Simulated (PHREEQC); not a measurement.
A solution holds 4.75 mmol/kgw (NH4)2SO4, at 20 °C. Closed to the air; pH follows from the charge balance.

Computed with PHREEQC (ion-association model, phreeqc.dat).

Task: The ionic strength comes out as 0.0136 mol/kgw. What activity coefficients do H+, NH4SO4-, SO4-2, NH4+ get?

Result: H+ 0.90, NH4SO4- 0.89, SO4-2 0.63, NH4+ 0.88.

No solid was allowed to form.
